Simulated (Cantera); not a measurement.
A freely propagating, adiabatic, planar premixed flame of H₂ : O₂ : N₂ = 1 : 0.5 : 1.88 (molar parts), unburnt at 623 K and 0.237 atm; mixture-averaged transport, grid criteria slope 0.08 and curve 0.16, no radiation.

Cantera simulation using the H2/O2 subset of GRI-Mech 3.0, which has no nitrogen chemistry; the numbers are that mechanism's predictions, not measurements. Burning velocities carry a grid error of a few per cent, more on coarse grids.

Q: How do the results move with these cheaper or finer settings: unity-Lewis-number transport; multicomponent transport; multicomponent+Soret transport; grid criteria slope 0.5, curve 1; grid criteria slope 0.25, curve 0.5; grid criteria slope 0.03, curve 0.06?

A: 
| setting | laminar burning velocity | thermal thickness | peak x(HO₂) | peak x(H₂O₂) | grid points |
|---|---|---|---|---|---|
| as above | 691 cm/s | 3.06 mm | 8.00e-5 | 1.60e-6 | 140 |
| unity-Lewis-number transport | 444 cm/s | 2.25 mm | 7.09e-5 | 1.44e-6 | 131 |
| multicomponent transport | 678 cm/s | 3.04 mm | 8.01e-5 | 1.62e-6 | 140 |
| multicomponent+Soret transport | 651 cm/s | 3.01 mm | 8.02e-5 | 1.68e-6 | 140 |
| grid criteria slope 0.5, curve 1 | 1030 cm/s | 5.35 mm | 7.12e-5 | 1.48e-6 | 45 |
| grid criteria slope 0.25, curve 0.5 | 756 cm/s | 3.52 mm | 7.86e-5 | 1.51e-6 | 71 |
| grid criteria slope 0.03, curve 0.06 | 678 cm/s | 2.98 mm | 8.04e-5 | 1.63e-6 | 273 |
Unity Lewis numbers drop preferential diffusion, which matters most where H2 and H carry the flame; Soret adds thermal diffusion.
